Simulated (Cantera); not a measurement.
CuO + F2 + H2 (oxide etching and cleaning by halides)

Charge: 1 mol CuO, 1.4 mol F2, a varied amount of H2, at 775 K and 0.240 bar.

Method: chemical equilibrium by Gibbs-energy minimisation in Cantera with the NASA 1993 tables (ideal gas, pure condensed phases). Candidate condensed phases: Cu, CuF2, CuO, Cu(OH)2, Cu2O, H2O; 27 gas species. The numbers say what is thermodynamically allowed, not how fast it happens.

At 1 mol H2 the condensed part is CuF2(s) + CuO(s). From 3.4 mol H2 to 20 mol H2 the condensed part is Cu(s).

| n(H2) (mol) | log p HF | log p H2 | log p H2O | log p O2 | log p H2F2 | log p CuF2 | n CuF2(s) | n CuO(s) | n Cu(s) |
|---|---|---|---|---|---|---|---|---|---|
| 1 | -0.67 | <-12 | -2.40 | -1.65 | -5.30 | -8.81 | 0.436 | 0.564 | 0 |
| 3.4 | -0.85 | -1.30 | -1.30 | <-12 | -5.67 | <-12 | 0 | 0 | 1.00 |
| 5.8 | -1.03 | -0.95 | -1.48 | <-12 | -6.02 | <-12 | 0 | 0 | 1.00 |
| 8.2 | -1.15 | -0.84 | -1.60 | <-12 | -6.27 | <-12 | 0 | 0 | 1.00 |
| 11 | -1.27 | -0.78 | -1.71 | <-12 | -6.49 | <-12 | 0 | 0 | 1.00 |
| 13 | -1.33 | -0.75 | -1.78 | <-12 | -6.62 | <-12 | 0 | 0 | 1.00 |
| 15 | -1.39 | -0.73 | -1.83 | <-12 | -6.73 | <-12 | 0 | 0 | 1.00 |
| 18 | -1.46 | -0.71 | -1.91 | <-12 | -6.88 | <-12 | 0 | 0 | 1.00 |
| 20 | -1.50 | -0.70 | -1.95 | <-12 | -6.96 | <-12 | 0 | 0 | 1.00 |
log p: log10 of the partial pressure in bar; n: condensed amount in mol.
